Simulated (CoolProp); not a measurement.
Values from CoolProp's reference Helmholtz-energy equation of state, Lemmon 2013.

Q: For propylene, give the phase and the density (kg/m³), cp (kJ/(kg K)), speed of sound (m/s) at 332.7 K and 114 bar; 332.7 K and 228 bar; 332.7 K and 285 bar.

A: 
- 332.7 K and 114 bar: liquid; density 483, cp 2.68, speed of sound 679
- 332.7 K and 228 bar: liquid; density 514, cp 2.49, speed of sound 835
- 332.7 K and 285 bar: liquid; density 525, cp 2.44, speed of sound 895
